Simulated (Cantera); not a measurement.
An isothermal, constant-pressure homogeneous reactor starts with 7.75 % H₂, 92.3 % O₂, equivalence ratio 0.042, at 923 K and 1330 Pa.

Model: the H2/O2 subset of GRI-Mech 3.0, which has no nitrogen chemistry, integrated in Cantera. Radical loss at walls, strong at low pressure, is not modelled. Below about 950 K walls govern HO2 and H2O2 in real vessels. The temperature is held fixed by assumption; the heat of reaction is taken as removed at once.

x: mole fraction; the columns are a selection and need not sum to one.

```tsv
t (s)	x H₂	x O₂	x H₂O	x HO₂	x H₂O₂	x O
4.00e-5	0.0775	0.923	<1e-12	2.83e-12	<1e-12	<1e-12
0.000194	0.0775	0.923	2.63e-12	1.39e-11	<1e-12	4.23e-12
0.000943	0.0775	0.923	1.79e-10	7.20e-11	<1e-12	1.12e-10
0.00458	0.0775	0.923	1.67e-6	4.46e-8	5.60e-12	[?]
0.0222	0.00141	0.912	0.0767	1.08e-5	2.23e-7	[?]
0.108	5.20e-5	0.919	0.0805	2.31e-6	1.03e-7	[?]
0.524	2.63e-6	0.919	0.0806	2.62e-7	3.64e-8	[?]
2.54	9.89e-8	0.919	0.0806	2.79e-8	1.01e-8	[?]
12.4	6.36e-9	0.919	0.0806	4.02e-9	2.81e-9	[?]
60.0	9.05e-10	0.919	0.0806	7.29e-10	7.65e-10	[?]
```

Question: Complete the blanks.

Answer: 
- 0.00458, x O: 8.00e-7
- 0.0222, x O: 0.00540
- 0.108, x O: 0.000179
- 0.524, x O: 8.94e-6
- 2.54, x O: 7.58e-7
- 12.4, x O: 1.01e-7
- 60.0, x O: 1.69e-8
